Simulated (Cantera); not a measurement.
An isothermal, constant-pressure homogeneous reactor starts with 18.6 % H2, 17.1 % O2, 64.3 % N2, equivalence ratio 0.55, at 1050 K and 0.340 bar.

Computed with Cantera and GRI-Mech 3.0 (53 species, 325 reactions). The temperature is held fixed by assumption; the heat of reaction is taken as removed at once.

One state of this run: x H2 = 4.52e-10; x O2 = 0.0856; x H = <1e-12; x NO2 = 2.10e-8; x O = 3.86e-10; x NO = 1.66e-6. x: mole fraction; the columns are a selection and need not sum to one.

Question: Which value of t (s) does it belong to?
A) 0.247
B) 2.30
C) 0.0265
D) 21.5

Answer: D, 21.5
